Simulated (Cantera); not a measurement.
Charge: 1 mol HI, 0.051 mol H2O, equilibrated at 648 K and 0.133 bar.

These are equilibrium values from Cantera (NASA tables, ideal gas, pure condensed phases), not measurements of a reactor. Candidate condensed phases: H2O, I2; 12 gas species. The numbers say what is thermodynamically allowed, not how fast it happens.

Base state: HI 0.765, H2 0.0934, I2 0.0932, H2O 0.0485, I 0.000312 (mole fractions); condensed: gas only.

**Question.** What changes in the equilibrium state with this change: temperature from 648 K to 3175 K?

**Answer.** 
```
species    before     after
-------  --------  --------
I        0.000312     0.543
H           <1e-9     0.276
H2         0.0934     0.147
HI          0.765   0.00665
I2         0.0932   3.41e-5
H2O        0.0485    0.0110
O           <1e-9   0.00876
OH          <1e-9   0.00777
O2          <1e-9  0.000257
```

**Question.** What changes in the equilibrium state with this change: HI replaced by NH3?

**Answer.** 
```
species    before     after
-------  --------  --------
H2         0.0934     0.731
N2              0     0.244
H2O        0.0485    0.0249
HI          0.765         0
I2         0.0932         0
NH3             0  0.000793
I        0.000312         0
```
